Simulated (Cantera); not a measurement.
## Low-pressure radical oxidation in H2/O2

A perfectly stirred reactor is fed with H2 : O2 = 0.34 : 1 (molar parts), equivalence ratio 0.17, at 0.00523 atm; it is held at 950 K, and followed from long to short residence time.

Cantera simulation using GRI-Mech 3.0 (53 species, 325 reactions); the numbers are that mechanism's predictions, not measurements. Radical loss at walls, strong at low pressure, is not modelled. The temperature is held fixed by assumption; the heat of reaction is taken as removed at once.

```csv
τ (s),x H2,x O2,x H2O,x HO2,x H,x H2O2
9.2,0.000910,0.709,0.289,4.97e-6,0.000235,2.03e-7
3.8,0.00156,0.708,0.288,6.07e-6,0.000568,2.19e-7
1.6,0.00260,0.707,0.286,7.07e-6,0.00134,2.29e-7
0.66,0.00436,0.705,0.282,7.90e-6,0.00319,2.32e-7
0.28,0.00715,0.702,0.275,8.45e-6,0.00729,2.26e-7
0.11,0.0122,0.696,0.261,8.65e-6,0.0172,2.09e-7
0.048,0.0194,0.687,0.239,8.38e-6,0.0341,1.87e-7
0.020,0.0314,0.676,0.206,7.65e-6,0.0597,1.64e-7
0.0082,0.0525,0.670,0.166,6.71e-6,0.0808,1.51e-7
0.0034,0.0915,0.679,0.123,5.71e-6,0.0795,1.45e-7
```
x: mole fraction; the columns are a selection and need not sum to one.
